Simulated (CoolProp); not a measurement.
Vapour-liquid equilibrium of ethane (1) + n-pentane (2) at 192 kPa; x and y are mole fractions of (1).

The numbers come from the multi-fluid Helmholtz-energy mixture model, Bücker 2006 and Thol 2019; pair parameters Kunz 2012 in CoolProp.

Problem. Give the bubble temperature and the first vapour's composition at x = 0.05, 0.2, 0.35. Is there an azeotrope?

Solution. x = 0.05: 290.2 K, y = 0.737; x = 0.2: 238.1 K, y = 0.982; x = 0.35: 221.0 K, y = 0.995. No azeotrope shows between x = 0.05 and 0.95.

The pair parameters rest on a limited set of measurements; away from them the model extrapolates. The gap from Raoult's law changes sign with composition, which may be real or a fault of the pair parameters; it wasn't checked against measurements.
